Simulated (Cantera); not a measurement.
Feed: 1 mol Fe₂O₃, 0.41 mol Cl₂, 0.63 mol H₂, held at 1473 K and 0.110 bar.

Equilibrium computed with Cantera from the NASA thermochemical tables; the gas is ideal and each condensed phase is pure. Candidate condensed phases: Fe, FeCl₂, FeCl₃, FeO, Fe(OH)₂, Fe(OH)₃, Fe₂O₃, Fe₃O₄, H₂O; 22 gas species. Mutual solubility and eutectic melting of coexisting phases are not modelled. Equilibrium is a limit: real reactors are often held back by kinetics, nucleation or transport.

Base state: HCl 0.646, H₂O 0.266, FeCl₂ 0.0489, O₂ 0.0243, Cl 0.00769, FeCl₃ 0.00338, Cl₂ 0.00276, OH 0.000102 (mole fractions); condensed: Fe₂O₃(s) + Fe₃O₄(s).

Q: What changes in the equilibrium state with this change: Cl₂ from 0.41 to 1.4 mol?

A: 
| species | before | after |
|---|---|---|
| HCl | 0.646 | 0.475 |
| FeCl₂ | 0.0489 | 0.192 |
| O₂ | 0.0243 | 0.175 |
| H₂O | 0.266 | 0.0223 |
| Cl₂ | 0.00276 | 0.0478 |
| FeCl₃ | 0.00338 | 0.0554 |
| Cl | 0.00769 | 0.0320 |
| Fe₂Cl₄ | 1.27e-5 | 0.000197 |
| ClO | 1.01e-5 | 0.000113 |
| OH | 0.000102 | 4.82e-5 |
| HOCl | 1.03e-5 | 2.04e-5 |
| Fe₂O₃(s), mol | 0.213 | 0.699 |
| Fe₃O₄(s), mol | 0.506 | 0 |
